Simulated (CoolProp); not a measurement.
Values from CoolProp's reference Helmholtz-energy equation of state, Pan 2012.

**Question.** For R236FA, give the phase and the speed of sound (m/s), Joule-Thomson coefficient (K/MPa) at 276.9 K and 0.101 MPa.

**Answer.** 
- 276.9 K and 0.101 MPa: gas; speed of sound 123, Joule-Thomson coefficient 30.8
